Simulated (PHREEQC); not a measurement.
Solution (25 °C): 0.00187 mol/kgw Cu(BF4)2, 0.12 mol/kgw H2SO4 and 0.061 mol/kgw NaCl. It is in equilibrium with CO2 at log p = -1 (atm). Otherwise closed; pH follows from the charge balance.

Model: ion-association model, phreeqc.dat, run in PHREEQC.

```json
{
  "pH": "0.94",
  "ionic_strength": "0.230 mol/kgw",
  "activity_of_water": "0.993",
  "specific_conductance": "51000 µS/cm",
  "density": "1.007 g/cm³",
  "total_alkalinity": "-251 meq/kg"
}
```

```csv
species,molality,activity,log γ
H+,0.144,0.114,-0.101
HSO4-,0.0948,0.0702,-0.130
Cl-,0.0609,0.0430,-0.152
Na+,0.0591,0.0438,-0.130
SO4-2,0.0228,0.00635,-0.556
HF,0.00669,0.00705,0.023
CO2,0.00323,0.00340,0.023
BF4-,0.00197,0.00146,-0.130
NaSO4-,0.00189,0.00139,-0.132
H3BO3,0.00165,0.00174,0.023
Cu+2,0.00130,0.000408,-0.503
```

No solid was allowed to form. Species that the database lacks are ignored. Real BF4- forms and hydrolyses slowly; the run takes it at equilibrium.
